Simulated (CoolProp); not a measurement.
Vapour-liquid equilibrium of propane (1) + isohexane (2) at 0.728 bar; x and y are mole fractions of (1).

The numbers come from the multi-fluid Helmholtz-energy mixture model, Lemmon 2009 and Lemmon 2006; pair parameters Bell 2016 in CoolProp.

| x | bubble temperature, mixture model (°C) | bubble temperature, Raoult's law (°C) | y, mixture model | y, Raoult's law |
|---|---|---|---|---|
| 0.05 | 25.6 | 24.3 | 0.614 | 0.642 |
| 0.2 | -10.8 | -10.2 | 0.942 | 0.943 |
| 0.35 | -25.8 | -24.9 | 0.980 | 0.981 |
| 0.5 | -34.4 | -33.8 | 0.991 | 0.992 |
| 0.65 | -40.2 | -39.9 | 0.996 | 0.996 |
| 0.8 | -44.6 | -44.6 | 0.998 | 0.999 |
| 0.95 | -48.2 | -48.3 | 1.000 | 1.000 |

The largest gap from Raoult's law is +1.3 K in bubble temperature, at x = 0.05. No azeotrope shows between x = 0.05 and 0.95.

The pair parameters rest on a limited set of measurements; away from them the model extrapolates. The gap from Raoult's law changes sign with composition, which may be real or a fault of the pair parameters; it wasn't checked against measurements.
